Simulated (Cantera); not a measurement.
## Hydrocarbon pyrolysis for carbon deposition

A perfectly stirred reactor is fed with 1.20 % C2H6, 92.3 % N2, 6.47 % H2O, at 128 Torr; it is held at 1225 K, and followed from long to short residence time.

Detailed kinetics in Cantera: GRI-Mech 3.0 (53 species, 325 reactions).

| τ (s) | x C2H6 | x CH2 | x C2H | x CH4 | x C2H2 |
|---|---|---|---|---|---|
| 7.0 | 0.000112 | 2.10e-10 | 2.28e-10 | 0.00173 | 0.00958 |
| 2.3 | 0.000242 | 4.19e-10 | 3.05e-10 | 0.00162 | 0.00887 |
| 0.74 | 0.000566 | 8.52e-10 | 3.44e-10 | 0.00159 | 0.00729 |
| 0.24 | 0.00139 | 1.68e-9 | 2.85e-10 | 0.00147 | 0.00476 |
| 0.079 | 0.00336 | 2.91e-9 | 1.37e-10 | 0.00110 | 0.00205 |
| 0.026 | 0.00686 | 3.74e-9 | 2.92e-11 | 0.000550 | 0.000465 |
| 0.0084 | 0.00998 | 3.47e-9 | 3.02e-12 | 0.000179 | 5.50e-5 |
| 0.0027 | 0.0114 | 2.11e-9 | <1e-12 | 4.31e-5 | 3.83e-6 |
| 0.00089 | 0.0119 | 5.74e-10 | <1e-12 | 7.28e-6 | 1.09e-7 |
| 0.00029 | 0.0120 | 6.09e-11 | <1e-12 | 9.52e-7 | 5.78e-10 |
x: mole fraction; the columns are a selection and need not sum to one.
